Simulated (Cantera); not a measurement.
# Chlorosilane synthesis and conversion: SiCl4 + Cl2 + H2

Charge: 1 mol SiCl4, 0.59 mol Cl2, 10 mol H2, at 0.100 bar.

Equilibrium computed with Cantera from the NASA thermochemical tables; the gas is ideal and each condensed phase is pure. Candidate condensed phases: Si; 19 gas species. The tables' values for SiCl3 are old estimates; treat these amounts as uncertain. Equilibrium is a limit: real reactors are often held back by kinetics, nucleation or transport.

From 350 °C to 1000 °C nothing is condensed. The main Si-bearing gas is SiCl4 throughout.

```tsv
T (°C)	log p H2	log p HCl	log p SiCl4	log p SiCl2	log p SiHCl3	log p SiCl3	log p SiH2Cl2	log p SiH3Cl
350	-1.09	-1.99	-2.06	<-13	-5.50	-10.11	-10.20	<-13
400	-1.09	-1.99	-2.06	<-13	-5.06	-9.00	-9.27	<-13
450	-1.09	-1.99	-2.07	-11.64	-4.69	-8.05	-8.47	-12.92
500	-1.09	-1.99	-2.07	-10.23	-4.37	-7.23	-7.78	-11.84
550	-1.09	-1.99	-2.07	-8.99	-4.09	-6.51	-7.18	-10.91
600	-1.09	-1.99	-2.07	-7.91	-3.85	-5.87	-6.66	-10.09
650	-1.09	-1.98	-2.08	-6.95	-3.63	-5.31	-6.20	-9.38
700	-1.09	-1.98	-2.08	-6.09	-3.45	-4.82	-5.80	-8.74
750	-1.09	-1.97	-2.09	-5.34	-3.29	-4.38	-5.44	-8.19
800	-1.10	-1.96	-2.11	-4.67	-3.16	-3.99	-5.14	-7.70
850	-1.10	-1.94	-2.13	-4.08	-3.05	-3.65	-4.89	-7.29
900	-1.10	-1.92	-2.16	-3.58	-2.98	-3.37	-4.69	-6.97
950	-1.11	-1.88	-2.22	-3.18	-2.96	-3.15	-4.57	-6.75
1000	-1.12	-1.83	-2.30	-2.87	-2.98	-2.99	-4.53	-6.62
```
log p: log10 of the partial pressure in bar; nothing condenses.
